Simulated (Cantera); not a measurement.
Input: 1 mol Cu₂O, a varied amount of CH₄, 0.065 mol CO, held at 1727 °C and 22000 Pa.

Equilibrium computed with Cantera from the NASA thermochemical tables; the gas is ideal and each condensed phase is pure. Candidate condensed phases: C, C₆H₆, C₇H₈, C₈H₁₈, Cu, CuO, Cu(OH)₂, Cu₂O, H₂O; 113 gas species. The numbers say what is thermodynamically allowed, not how fast it happens.

Problem. What share of the Cu ends up in condensed phases as a function of n(CH₄) (mol), at 0.4, 1, 1.6, 2.2, 2.8, 3.4, 4.1, 4.7, 5.3, 5.9?

Solution. 
```tsv
n(CH₄) (mol)	Cu condensed (%)	as
0.4	98.7	Cu(l)
1	96.9	Cu(l)
1.6	95.7	Cu(l)
2.2	94.5	Cu(l)
2.8	93.3	Cu(l)
3.4	92.1	Cu(l)
4.1	90.7	Cu(l)
4.7	89.5	Cu(l)
5.3	88.2	Cu(l)
5.9	87.0	Cu(l)
```
